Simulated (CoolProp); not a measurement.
A single-stage vapour-compression cycle with ethane: evaporating at 230.15 K (dew point), condensing at 279.15 K (bubble point), superheat 5 K, subcooling 8 K, compressor efficiency 0.6, no pressure losses. Each further row changes one setting.

Computed with CoolProp (reference Helmholtz-energy equation of state, Bücker 2006).

```tsv
case	cooling COP	pressure ratio	discharge temperature (K)	refrigerating effect (kJ/kg)	volumetric capacity (kJ/m³)
as stated	2.14	3.91	333.0	302	3730
evaporating temperature 235.15 K	2.49	3.32	326.7	306	4430
condensing temperature 274.15 K	2.48	3.47	324.3	319	3930
subcooling 13 K	2.26	3.91	333.0	319	3930
superheat 15 K	2.13	3.91	344.9	…	…
compressor efficiency 0.5	…	3.91	345.6	302	3730
```

What belongs in the gaps?


- superheat 15 K, refrigerating effect (kJ/kg): 320
- superheat 15 K, volumetric capacity (kJ/m³): 3710
- compressor efficiency 0.5, cooling COP: 1.78
